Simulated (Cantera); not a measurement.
## Formation from one mole of Br2

Source: NASA polynomial tables (part measured, part estimated), evaluated in Cantera. Values are per mole of reaction as written; species without (g) are pure solids or liquids, kept so even where they would boil at 1 bar.

Mg + Br2(g) → MgBr2

```
T (K)  ΔH° (kJ)  ΔS° (J/K)  ΔG° (kJ)  log10 K
-----  --------  ---------  --------  -------
425      -553.5     -156.1    -487.1    59.87
475      -552.7     -154.4    -479.4    52.71
525      -551.9     -152.9    -471.7    46.93
575      -551.2     -151.4    -464.1    42.16
625      -550.4     -150.1    -456.5    38.15
675      -549.5     -148.9    -449.1    34.75
```

Hg + Br2(g) → HgBr2

```csv
T (K),ΔH° (kJ),ΔS° (J/K),ΔG° (kJ),log10 K,condensed phases
425,-198.7,-146.6,-136.4,16.76,"Hg(l), HgBr2(s)"
475,-197.9,-144.9,-129.1,14.20,"Hg(l), HgBr2(s)"
525,-179.0,-107.9,-122.3,12.17,"Hg(l), HgBr2(l)"
575,-177.1,-104.5,-117.0,10.63,"Hg(l), HgBr2(l)"
625,-175.2,-101.3,-111.8,9.35,"Hg(l), HgBr2(l)"
675,-173.3,-98.4,-106.9,8.27,"Hg(l), HgBr2(l)"
```

0.6667 Al + Br2(g) → 0.6667 AlBr3(g)

```
T (K)  ΔH° (kJ)  ΔS° (J/K)  ΔG° (kJ)  log10 K
-----  --------  ---------  --------  -------
425      -304.8      -32.0    -291.2    35.79
475      -304.9      -32.2    -289.6    31.84
525      -305.0      -32.4    -287.9    28.65
575      -305.0      -32.6    -286.3    26.01
625      -305.1      -32.7    -284.7    23.79
675      -305.3      -32.9    -283.1    21.90
```

H2(g) + Br2(g) → 2 HBr(g)

```
T (K)  ΔH° (kJ)  ΔS° (J/K)  ΔG° (kJ)  log10 K
-----  --------  ---------  --------  -------
425      -104.7       18.7    -112.7    13.85
475      -105.1       17.8    -113.6    12.49
525      -105.5       17.1    -114.4    11.39
575      -105.8       16.4    -115.3    10.47
625      -106.2       15.8    -116.1     9.70
675      -106.5       15.4    -116.9     9.04
```
